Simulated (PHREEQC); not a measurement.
1 kg of water holding 0.16 mol NaHCO3, 0.023 mol NaCl and 0.022 mol KCl is evaporated at 25 °C; the solids stay in contact with the brine. No CO2 enters from the air. Only these solids could form: Halite, Kalicinite, Nahcolite, Natron, Sylvite, Trona.

The series has 28 steps of water left (kg), from 1 to 0.004964.

Computed with PHREEQC (Pitzer model, pitzer.dat).

**Question.** Which solids form, in which order, and at which step of the series does each first stand?

**Answer.** Nahcolite from water left = 0.1156 kg (pH 7.62); Sylvite from water left = 0.007379 kg (pH 7.40).
